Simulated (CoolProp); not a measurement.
Saturation properties of R1224YDZ.

Model: reference Helmholtz-energy equation of state, Akasaka 2023, in CoolProp.

| T (K) | p (kPa) | liquid density (kg/m³) | vapour density (kg/m³) | enthalpy of vaporisation (kJ/kg) | liquid cp (kJ/(kg K)) |
|---|---|---|---|---|---|
| 315.3 | 260.8 | 1311 | 16.24 | 155.7 | 1.187 |
| 321.6 | 315.8 | 1292 | 19.54 | 152.2 | 1.203 |
| 327.8 | 378.3 | 1273 | 23.29 | 148.7 | 1.219 |
| 334.1 | 450.8 | 1254 | 27.69 | 145.0 | 1.236 |
| 340.3 | 532.0 | 1233 | 32.65 | 141.2 | 1.255 |
| 346.6 | 625.3 | 1212 | 38.43 | 137.2 | 1.275 |
| 352.9 | 730.2 | 1190 | 45.06 | 133.0 | 1.297 |
| 359.1 | 845.9 | 1167 | 52.53 | 128.6 | 1.320 |
| 365.4 | 976.9 | 1143 | 61.25 | 123.8 | 1.347 |
| 371.6 | 1120 | 1118 | 71.12 | 118.9 | 1.377 |
| 377.9 | 1281 | 1091 | 82.72 | 113.4 | 1.411 |
| 384.1 | 1456 | 1063 | 96.02 | 107.7 | 1.452 |
| 390.4 | 1652 | 1032 | 111.9 | 101.3 | 1.502 |
| 396.6 | 1864 | 999.2 | 130.5 | 94.39 | 1.565 |

It boils at 288.0 K under 1 atm.
